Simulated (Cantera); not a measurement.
Input: 1 mol BN, 85 mol H2, held at 0.0430 bar.

Points: T (K) = 773, 873, 973, 1073, 1173, 1273, 1373, 1473, 1573, 1673, 1773, 1873.

Cantera's Mixture.equilibrate('TP', solver="vcs", rtol=1e-11, max_steps=5000) on the NASA tables stopped like this:

```
ERROR: FAILURE its = 5001!

*******************************************************************************
CanteraError thrown by MultiPhase::equilibrate:
VCS solver failed. Return code: -1
*******************************************************************************
```

### Question
What got this run through?

### Answer
Several could match; the one computed here: The failure is numerical, not chemical. The same input converged with solver="gibbs", rtol=1e-10, max_steps=50000, and the result passed a check of the equilibrium conditions:
```
log10 of partial pressures in bar; condensed amounts in mol
       T/K        H2         H      B(b)     BN(s)
       773    -1.367   -12.725         0         1
       873    -1.367   -11.013         0         1
       973    -1.367    -9.649         0         1
      1073    -1.367    -8.537         0         1
      1173    -1.367    -7.612         0         1
      1273    -1.367    -6.830         0         1
      1373    -1.367    -6.161         0         1
      1473    -1.367    -5.581         0    0.9998
      1573    -1.367    -5.074         0    0.9992
      1673    -1.367    -4.627         0     0.997
      1773    -1.367    -4.230 0.0007257    0.9899
      1873    -1.368    -3.874   0.04283    0.9385
```

The gas is ideal and each condensed phase is pure. Mutual solubility and eutectic melting of coexisting phases are not modelled. The tables' values for BH2 are old estimates; treat these amounts as uncertain.
